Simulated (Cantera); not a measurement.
Cantera with NASA thermochemical tables; ideal gases at 1 bar, condensed phases pure. Values are per mole of reaction as written; species without (g) are pure solids or liquids, kept so even where they would boil at 1 bar.

2 OH(g) + Zr ⇌ 2 H(g) + ZrO2

| T (K) | ΔH° (kJ) | ΔS° (J/K) | ΔG° (kJ) | log10 K |
|---|---|---|---|---|
| 1200 | -722.4 | -97.9 | -604.9 | 26.33 |
| 1225 | -721.7 | -97.3 | -602.5 | 25.69 |
| 1250 | -721.0 | -96.8 | -600.0 | 25.07 |
| 1275 | (withheld) | (withheld) | (withheld) | (withheld) |
| 1300 | -719.7 | -95.7 | -595.2 | 23.92 |
| 1325 | (withheld) | (withheld) | (withheld) | (withheld) |
| 1350 | -718.3 | -94.7 | -590.5 | 22.85 |
| 1375 | -717.7 | -94.2 | -588.1 | 22.34 |
| 1400 | (withheld) | (withheld) | (withheld) | (withheld) |
| 1425 | -716.3 | -93.3 | -583.4 | 21.39 |
| 1450 | (withheld) | (withheld) | (withheld) | (withheld) |

Question: Some entries are withheld; supply them.

Answer: 
- 1275, ΔH° (kJ): -720.3
- 1275, ΔS° (J/K): -96.2
- 1275, ΔG° (kJ): -597.6
- 1275, log10 K: 24.48
- 1325, ΔH° (kJ): -719.0
- 1325, ΔS° (J/K): -95.2
- 1325, ΔG° (kJ): -592.8
- 1325, log10 K: 23.37
- 1400, ΔH° (kJ): -717.0
- 1400, ΔS° (J/K): -93.7
- 1400, ΔG° (kJ): -585.8
- 1400, log10 K: 21.85
- 1450, ΔH° (kJ): -715.7
- 1450, ΔS° (J/K): -92.8
- 1450, ΔG° (kJ): -581.1
- 1450, log10 K: 20.93
